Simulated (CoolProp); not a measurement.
200 sccm (0 °C, 1 atm) of nitrogen bubbles through liquid n-pentane at 283.5 K and leaves saturated at a total pressure of 0.15 MPa (ideal gas phase). Each further row changes one setting.

Values from CoolProp's reference Helmholtz-energy equation of state, Thol 2019.

```json
[
 {"case": "as stated", "vapour pressure (kPa)": "38.4", "mole fraction of vapour": "(withheld)", "delivery (mg/min)": "222", "delivery (sccm)": "68.8", "change of delivery for a bath 1 K warmer (%)": "5.8"},
 {"case": "bath temperature 288.5 K", "vapour pressure (kPa)": "(withheld)", "mole fraction of vapour": "(withheld)", "delivery (mg/min)": "295", "delivery (sccm)": "91.6", "change of delivery for a bath 1 K warmer (%)": "6.0"},
 {"case": "total pressure 0.3 MPa", "vapour pressure (kPa)": "38.4", "mole fraction of vapour": "0.128", "delivery (mg/min)": "94.5", "delivery (sccm)": "(withheld)", "change of delivery for a bath 1 K warmer (%)": "4.9"}
]
```

**Question.** What belongs in the gaps?

**Answer.** 
- as stated, mole fraction of vapour: 0.256
- bath temperature 288.5 K, vapour pressure (kPa): 47.1
- bath temperature 288.5 K, mole fraction of vapour: 0.314
- total pressure 0.3 MPa, delivery (sccm): 29.4
